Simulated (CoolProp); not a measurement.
Model: reference Helmholtz-energy equation of state, Younglove 1994, in CoolProp. It is a modified Benedict-Webb-Rubin equation, recast in Helmholtz form.

Task: Give the vapour pressure (bar), liquid cp (kJ/(kg K)), surface tension (mN/m) of saturated R123 at 26.65, 60.45, 94.35 °C.

Result: 
| T (°C) | p (bar) | liquid cp (kJ/(kg K)) | surface tension (mN/m) |
|---|---|---|---|
| 26.65 | 0.971 | 1.02 | 15.0 |
| 60.45 | 2.90 | 1.07 | 11.1 |
| 94.35 | 6.91 | 1.13 | 7.46 |

Surface tension comes from a separate correlation (Mulero 2012).
